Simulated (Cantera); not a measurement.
Input: 1 mol Al2O3, 0.49 mol O2, at 1727 °C and 0.000500 bar.

Cantera equilibrium calculation (NASA polynomials, part measured and part estimated; ideal gas, pure solids and liquids). Candidate condensed phases: Al, Al2O3; 9 gas species. Rates play no part.

Base state: O2 0.971, O 0.0295 (mole fractions); condensed: Al2O3(s).

Q: What changes in the equilibrium state with this change: Al2O3 replaced by TiO2?

A: 
```tsv
species	before	after
O2	0.971	0.970
O	0.0295	0.0295
TiO2	0	0.000432
Al2O3(s), mol	1.00	0
TiO2(rutile), mol	0	1.000
```
Further candidate phases: Ti, TiO, TiO2, Ti2O3, Ti3O5, Ti4O7.
